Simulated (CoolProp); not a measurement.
Properties of n-perfluorohexane along the isotherm 108.25 °C.

Values from CoolProp's reference Helmholtz-energy equation of state, Gao 2022.

```csv
p (bar),phase,cp (kJ/(kg K)),cv (kJ/(kg K)),Joule-Thomson coefficient (K/MPa)
3.63,gas,0.9726,0.9203,16.61
7.26,liquid,1.192,0.9593,0.1206
10.9,liquid,1.187,0.9588,0.09519
14.5,liquid,1.182,0.9584,0.07266
18.1,liquid,1.178,0.9580,0.05234
21.8,liquid,1.175,0.9577,0.03340
25.4,liquid,1.171,0.9574,0.01660
29,liquid,1.168,0.9571,0.001185
32.7,liquid,1.166,0.9568,-0.01340
36.3,liquid,1.163,0.9565,-0.02651
39.9,liquid,1.160,0.9563,-0.03868
43.5,liquid,1.158,0.9561,-0.05002
```
